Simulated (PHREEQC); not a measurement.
**Acid mine or pickling water**

Model water analysis in mg/L, 20 °C, pH 2.98, pe 9.4:

| constituent | mg/L |
|---|---|
| Na | 157 |
| K | 16.6 |
| Ca | 762 |
| Mg | 247 |
| Cl | 853 |
| S(6) as SO4 | 2080 |
| Zn | 0.955 |
| Al | 0.787 |
| Mn(2) | 13.5 |

Valence states are taken as typed.

All values are PHREEQC results (ion-association model, wateq4f.dat), not measurements.

Each row changes one thing in this solution. This is a speciation only: nothing precipitates in the calculation.

```json
[
 {"case": "as made", "ionic strength (mol/kgw)": "0.0839", "SO4-2 (mol/kgw)": "0.0125", "Mg+2 (mol/kgw)": "0.00714", "MgSO4 (mol/kgw)": "0.00307", "HSO4- (mol/kgw)": "0.000576", "Mn+2 (mol/kgw)": "0.000180", "SI of Gypsum (CaSO4:2H2O)": "+0.03", "SI of Epsomite (MgSO4:7H2O)": "-2.65"},
 {"case": "Zn from 0.955 to 0.477 mg/L", "ionic strength (mol/kgw)": "0.0839", "SO4-2 (mol/kgw)": "0.0125", "Mg+2 (mol/kgw)": "0.00714", "MgSO4 (mol/kgw)": "0.00307", "HSO4- (mol/kgw)": "0.000576", "Mn+2 (mol/kgw)": "0.000179", "SI of Gypsum (CaSO4:2H2O)": "+0.03", "SI of Epsomite (MgSO4:7H2O)": "-2.65"},
 {"case": "temperature from 20 to 55 °C at the same typed pH", "ionic strength (mol/kgw)": "0.0766", "SO4-2 (mol/kgw)": "0.0104", "Mg+2 (mol/kgw)": "0.00575", "MgSO4 (mol/kgw)": "0.00445", "HSO4- (mol/kgw)": "0.00107", "Mn+2 (mol/kgw)": "…", "SI of Gypsum (CaSO4:2H2O)": "-0.03", "SI of Epsomite (MgSO4:7H2O)": "-3.07"},
 {"case": "Mn(2) from 13.5 to 27 mg/L", "ionic strength (mol/kgw)": "0.0843", "SO4-2 (mol/kgw)": "0.0125", "Mg+2 (mol/kgw)": "0.00715", "MgSO4 (mol/kgw)": "…", "HSO4- (mol/kgw)": "…", "Mn+2 (mol/kgw)": "…", "SI of Gypsum (CaSO4:2H2O)": "+0.03", "SI of Epsomite (MgSO4:7H2O)": "-2.65"}
]
```

Q: Complete the blanks.

A: 
- temperature from 20 to 55 °C at the same typed pH, Mn+2 (mol/kgw): 0.000162
- Mn(2) from 13.5 to 27 mg/L, MgSO4 (mol/kgw): 0.00306
- Mn(2) from 13.5 to 27 mg/L, HSO4- (mol/kgw): 0.000574
- Mn(2) from 13.5 to 27 mg/L, Mn+2 (mol/kgw): 0.000360

At this temperature some constants are extrapolated from 25 °C, and those without enthalpy data are left unchanged.
